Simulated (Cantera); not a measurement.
A freely propagating, adiabatic, planar premixed flame of H₂ : O₂ : N₂ = 1 : 0.238 : 0.895 (molar parts), equivalence ratio 2.1, unburnt at 350 K and 0.109 atm; mixture-averaged transport, grid criteria slope 0.08 and curve 0.16, no radiation.

Model: the H2/O2 subset of GRI-Mech 3.0, which has no nitrogen chemistry, integrated in Cantera. Burning velocities carry a grid error of a few per cent, more on coarse grids.

Problem. Predict: laminar burning velocity; thermal thickness; peak x(H); peak x(O); peak x(H₂O₂).

Solution. 
```json
{
 "laminar_burning_velocity": "286 cm/s",
 "thermal_thickness": "6.83 mm",
 "peak x(H)": "0.112",
 "peak x(O)": "0.00355",
 "peak x(H₂O₂)": "2.06e-5"
}
```
